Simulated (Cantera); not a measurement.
## Counterflow diffusion flame

A counterflow diffusion flame at 420 Torr, nozzles 20 mm apart: fuel side CH4 : H2 = 1 : 0.14 (molar parts) at 375 K, oxidiser side O2 : N2 = 0.23 : 0.77 (molar parts) at 698 K, fuel mass flux 0.9 times the oxidiser's; mixture-averaged transport, no radiation.

Computed with Cantera and GRI-Mech 3.0 (53 species, 325 reactions). GRI-Mech 3.0 has no aromatics or soot, which form on the fuel side of real flames. The maximum strain rate includes the flame's own expansion and is several times the mean.

| oxidiser flux (kg/m²/s) | max strain (1/s) | mean strain (1/s) | T max (K) | peak x OH | peak x H | peak x NO | peak x CO | peak x C2H2 |
|---|---|---|---|---|---|---|---|---|
| 0.34 | 512 | 120 | 2183 | 0.0129 | 0.00965 | 0.000278 | 0.0684 | 0.0158 |
| 0.43 | 634 | 152 | 2170 | 0.0126 | 0.00984 | 0.000252 | 0.0675 | 0.0153 |
| 0.56 | 808 | 198 | 2156 | 0.0124 | 0.0101 | 0.000223 | 0.0667 | 0.0148 |
| 0.72 | 1020 | 255 | 2141 | 0.0121 | 0.0102 | 0.000194 | 0.0661 | 0.0142 |
| 0.93 | 1290 | 329 | 2127 | 0.0117 | 0.0104 | 0.000166 | 0.0658 | 0.0135 |
| 1.2 | 1640 | 425 | 2110 | 0.0113 | 0.0104 | 0.000138 | 0.0656 | 0.0126 |
| 1.6 | 2150 | 567 | 2086 | 0.0108 | 0.0104 | 0.000107 | 0.0655 | 0.0113 |
| 2 | 2640 | 708 | 2064 | 0.0102 | 0.0101 | 8.34e-5 | 0.0656 | 0.0101 |
| 2.6 | 3370 | 921 | 2030 | 0.00928 | 0.00963 | 5.71e-5 | 0.0657 | 0.00830 |
| 3.3 | 4210 | 1170 | 1986 | 0.00816 | 0.00877 | 3.50e-5 | 0.0655 | 0.00630 |
x: mole fraction; the columns are a selection and need not sum to one.
